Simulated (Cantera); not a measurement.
Charge: 1 mol CH3F, 0.97 mol F2, 12 mol H2, at 0.133 bar.

Cantera equilibrium calculation (NASA polynomials, part measured and part estimated; ideal gas, pure solids and liquids). Candidate condensed phases: C, C6H6, C7H8, C8H18; 95 gas species. Equilibrium is a limit: real reactors are often held back by kinetics, nucleation or transport.

Question: At 2825 K, list the 6 most abundant gas species with their mole fractions, and the condensed phases.

Answer: H2 0.608, H 0.191, HF 0.177, C2H2 (acetylene) 0.0220, C2H 0.000909, C4H2 0.000333. Condensed: C(graphite).
